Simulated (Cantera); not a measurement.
Gas mixture: 50.0 % O2, 50.0 % CO2, at 5.00 bar, frozen composition.

Cantera's kinetic-theory transport with the Lennard-Jones parameters of GRI-Mech 3.0, ideal gas; thermal conductivity in the multicomponent form.

D: mixture-averaged diffusion coefficient of that species in the mixture.

```csv
T (K),ρ (kg/m³),cp (J/kg/K),μ (µPa s),λ (mW/m/K),Pr,D (cm²/s) H2,D (cm²/s) NO,D (cm²/s) C2H2
400,5.71,939.4,22.2,29.2,0.716,0.242,0.0598,0.0489
500,4.57,996.0,26.6,36.8,0.719,0.354,0.0883,0.0733
600,3.81,1045,30.5,44.2,0.722,0.481,0.121,0.101
700,3.26,1087,(withheld),(withheld),0.723,(withheld),(withheld),(withheld)
800,2.86,1121,37.7,(withheld),0.724,(withheld),(withheld),(withheld)
900,2.54,1149,40.9,64.9,0.724,0.948,0.241,0.205
```

### Question
Some entries are withheld; supply them.

### Answer

- 700, μ (µPa s): 34.2
- 700, λ (mW/m/K): 51.4
- 700, D (cm²/s) H2: 0.623
- 700, D (cm²/s) NO: 0.157
- 700, D (cm²/s) C2H2: 0.133
- 800, λ (mW/m/K): 58.3
- 800, D (cm²/s) H2: 0.779
- 800, D (cm²/s) NO: 0.197
- 800, D (cm²/s) C2H2: 0.167
